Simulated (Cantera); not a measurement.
Cantera with NASA thermochemical tables; ideal gases at 1 bar, condensed phases pure. Values are per mole of reaction as written; species without (g) are pure solids or liquids, kept so even where they would boil at 1 bar.

Fe2O3 + 3 N2(g) ⇌ 2 Fe + 3 N2O(g)

```csv
T (K),ΔH° (kJ),ΔS° (J/K),ΔG° (kJ),log10 K,condensed phases
300,1070.1,52.3,1054.4,-183.58,"Fe2O3(s), Fe(α)"
1150,1061.4,31.5,1025.2,-46.56,"Fe2O3(s), Fe(α)"
1175,1061.4,31.5,1024.4,-45.54,"Fe2O3(s), Fe(α)"
1200,1063.1,32.9,1023.6,-44.56,"Fe2O3(s), Fe(γ)"
1225,___,___,___,___,"Fe2O3(s), Fe(γ)"
1250,1062.9,32.7,1022.0,-42.70,"Fe2O3(s), Fe(γ)"
1275,___,___,___,___,"Fe2O3(s), Fe(γ)"
1300,1062.7,32.6,1020.3,-41.00,"Fe2O3(s), Fe(γ)"
1325,1062.7,32.6,1019.5,-40.19,"Fe2O3(s), Fe(γ)"
1350,___,___,___,___,"Fe2O3(s), Fe(γ)"
```

Problem. Some entries are withheld; supply them.

Solution. 
- 1225, ΔH° (kJ): 1063.0
- 1225, ΔS° (J/K): 32.8
- 1225, ΔG° (kJ): 1022.8
- 1225, log10 K: -43.61
- 1275, ΔH° (kJ): 1062.8
- 1275, ΔS° (J/K): 32.7
- 1275, ΔG° (kJ): 1021.1
- 1275, log10 K: -41.83
- 1350, ΔH° (kJ): 1062.7
- 1350, ΔS° (J/K): 32.6
- 1350, ΔG° (kJ): 1018.7
- 1350, log10 K: -39.41
